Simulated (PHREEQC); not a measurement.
Solution (25 °C): 0.0016 mol/kgw CuSO4, 0.00021 mol/kgw HBF4 and 0.002 mol/kgw FeCl3. Closed to the air; pH follows from the charge balance.

Equilibrium calculation in PHREEQC: ion-association model, phreeqc.dat.

| quantity | before | after |
|---|---|---|
| pH | 2.88 | 2.80 |
| ionic strength (mol/kgw) | 0.0120 | 0.0119 |
| Cu+2 (mol/kgw) | 0.00147 | 0.00142 |
| SO4-2 (mol/kgw) | 0.000919 | 0.000945 |
| FeF+2 (mol/kgw) | 0.000664 | 0.000558 |
| FeOH+2 (mol/kgw) | 0.000488 | 0.000653 |
| SI of Goethite (FeOOH) | +5.45 | +5.63 |
| SI of Hematite (Fe2O3) | +12.91 | +13.38 |

Problem. Name the change that produced these shifts.
A. temperature from 25 to 5 °C
B. temperature from 25 to 15 °C
C. diluted 5-fold with water
D. temperature from 25 to 50 °C
E. HBF4 from 0.00021 to 2.1e-05 mol/kgw

Solution. D, temperature from 25 to 50 °C

This is a speciation only: nothing precipitates in the calculation. Some of these states are supersaturated (in Hematite (slow to form), Goethite (slow to form), for instance). At this temperature some constants are extrapolated from 25 °C, and those without enthalpy data are left unchanged. Real BF4- forms and hydrolyses slowly; the run takes it at equilibrium. Fluoro complexes past AlF4- and FeF3 are missing from the database.
